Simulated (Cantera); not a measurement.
Feed: 1 mol H2O, 0.69 mol O2, equilibrated at 1200 °C and 0.00133 bar.

Cantera equilibrium calculation (NASA polynomials, part measured and part estimated; ideal gas, pure solids and liquids). Candidate condensed phases: H2O; 9 gas species. The numbers say what is thermodynamically allowed, not how fast it happens.

Base state: H2O 0.591, O2 0.408, OH 0.000925, O 4.88e-5, H2 3.32e-5 (mole fractions); condensed: gas only.

Problem. What changes in the equilibrium state with this change: pressure from 0.00133 bar to 0.000130 bar?

Solution. 
| species | before | after |
|---|---|---|
| H2O | 0.591 | 0.590 |
| O2 | 0.408 | 0.408 |
| OH | 0.000925 | 0.00165 |
| H | 2.00e-6 | 1.14e-5 |
| O | 4.88e-5 | 0.000156 |
| H2 | 3.32e-5 | 0.000106 |

Problem. What changes in the equilibrium state with this change: 0.27 mol H2S added?

Solution. 
| species | before | after |
|---|---|---|
| H2O | 0.591 | 0.695 |
| O2 | 0.408 | 0.156 |
| SO2 | 0 | 0.148 |
| SO3 | 0 | 9.17e-5 |
| H2 | 3.32e-5 | 6.32e-5 |
| O | 4.88e-5 | 3.02e-5 |
| OH | 0.000925 | 0.000789 |
Further candidate phases: H2SO4, S.

Problem. What changes in the equilibrium state with this change: H2O replaced by HBr?

Solution. 
```csv
species,before,after
Br,0,0.465
O2,0.408,0.243
H2O,0.591,0.237
HBr,0,0.0500
Br2,0,0.00433
H2,3.32e-5,1.72e-5
OH,0.000925,0.000514
O,4.88e-5,3.77e-5
```
Further candidate phases: Br2.
